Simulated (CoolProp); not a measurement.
R114 along the isobar 23.2 bar: Z from the reference equation and from simpler models built on Tc = 420.6 K, pc = 33.52 bar, ω = 0.252; each cubic takes its own stable root.

Computed with CoolProp (reference Helmholtz-energy equation of state, Platzer 1990). This equation is an older, rougher fit.

```json
[
 {"T (K)": "416.7", "phase": "gas", "reference": "0.6823"},
 {"T (K)": "423.1", "phase": "gas", "reference": "0.7077"},
 {"T (K)": "429.5", "phase": "gas", "reference": "0.7294"},
 {"T (K)": "435.9", "phase": "gas", "reference": "0.7483"},
 {"T (K)": "442.3", "phase": "gas", "reference": "0.7650"},
 {"T (K)": "448.7", "phase": "gas", "reference": "0.7800"},
 {"T (K)": "455.1", "phase": "gas", "reference": "0.7935"},
 {"T (K)": "461.6", "phase": "gas", "reference": "0.8059"},
 {"T (K)": "468", "phase": "gas", "reference": "0.8172"},
 {"T (K)": "474.4", "phase": "gas", "reference": "0.8275"},
 {"T (K)": "480.8", "phase": "gas", "reference": "0.8371"},
 {"T (K)": "487.2", "phase": "gas", "reference": "0.8459"},
 {"T (K)": "493.6", "phase": "gas", "reference": "0.8542"},
 {"T (K)": "500", "phase": "gas", "reference": "0.8619"}
]
```

Q: How far does each simpler model (Pitzer virial, Redlich-Kwong, Peng-Robinson) lie from the reference over these 14 states: mean and median of the absolute difference, and the worst?

A: 
- Pitzer virial: mean 3.8 %, median 2.8 %, worst +10.2 % at 416.7 K and 23.2 bar
- Redlich-Kwong: mean 0.9 %, median 1.0 %, worst +1.8 % at 416.7 K and 23.2 bar
- Peng-Robinson: mean 1.9 %, median 2.0 %, worst -2.2 % at 429.5 K and 23.2 bar
